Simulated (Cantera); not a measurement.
# Adiabatic ignition

An adiabatic, constant-volume homogeneous reactor starts with CH4 : H2 : O2 : N2 : H2O = 0.36 : 1.4 : 2.45 : 9.23 : 0.36 (molar parts), at 1225 K and 1.70 bar.

Computed with Cantera and GRI-Mech 3.0 (53 species, 325 reactions).

```tsv
t (s)	T (K)	P (bar)	x CH4	x H2	x O2	x CH2CO	x C2H	x C2H6
1.00e-6	1225	1.70	0.0261	0.101	0.178	<1e-12	<1e-12	<1e-12
4.64e-6	1225	1.70	0.0261	0.101	0.178	<1e-12	<1e-12	<1e-12
2.15e-5	1225	1.70	0.0261	0.101	0.178	<1e-12	<1e-12	8.02e-10
0.000100	2555	3.41	<1e-12	0.00472	0.0759	<1e-12	<1e-12	<1e-12
0.000464	2604	3.46	<1e-12	0.00336	0.0750	<1e-12	<1e-12	<1e-12
0.00215	2594	3.45	<1e-12	0.00328	0.0723	<1e-12	<1e-12	<1e-12
0.0100	2582	3.43	<1e-12	0.00320	0.0693	<1e-12	<1e-12	<1e-12
0.0464	2582	3.43	<1e-12	0.00319	0.0691	<1e-12	<1e-12	<1e-12
0.215	2582	3.43	<1e-12	0.00319	0.0691	<1e-12	<1e-12	<1e-12
1.00	2582	3.43	<1e-12	0.00319	0.0691	<1e-12	<1e-12	<1e-12
```
x: mole fraction; the columns are a selection and need not sum to one.

| Property | Value |
|---|---|
| time of steepest temperature rise | 71.9 µs |
| temperature at 1.00 s | 2582 K |
| equilibrium temperature | 2582 K |
| x(CH4) at 1.00 s | <1e-12 (gas-phase equilibrium <1e-12) |
| x(H2) at 1.00 s | 0.00319 (gas-phase equilibrium 0.00319) |
| x(O2) at 1.00 s | 0.0691 (gas-phase equilibrium 0.0691) |
